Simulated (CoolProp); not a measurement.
Model: reference Helmholtz-energy equation of state, Lemmon 2013, in CoolProp.

Task: For propylene, give the phase and the density (kg/m³), cp (kJ/(kg K)), Prandtl number at -20.85 °C and 0.581 MPa; 0.85 °C and 0.581 MPa; 44.15 °C and 0.581 MPa.

Result: 
- -20.85 °C and 0.581 MPa: liquid; density 576, cp 2.31, Prandtl number 2.55
- 0.85 °C and 0.581 MPa: gas; density 12.2, cp 1.67, Prandtl number 0.868
- 44.15 °C and 0.581 MPa: gas; density 9.98, cp 1.71, Prandtl number 0.804

Viscosity comes from a separate model (Huber 2003), an estimate that may be off by 10 % or more. Thermal conductivity comes from a separate model (Huber 2003), an estimate that may be off by 10 % or more.
